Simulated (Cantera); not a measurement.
Source: NASA polynomial tables (part measured, part estimated), evaluated in Cantera. Values are per mole of reaction as written; species without (g) are pure solids or liquids, kept so even where they would boil at 1 bar.

Task: Between 300 and 1400 K, where is each reaction favourable under standard conditions?
- Fe₂Cl₆(g) + Fe ⇌ 3 FeCl₂

Result: 
- Fe₂Cl₆(g) + Fe ⇌ 3 FeCl₂: ΔG° is -308 kJ at 300 K and -178 kJ at 1400 K; it stays negative (K > 1). ΔH° is -183 kJ and ΔS° -4 J/K at 1400 K.
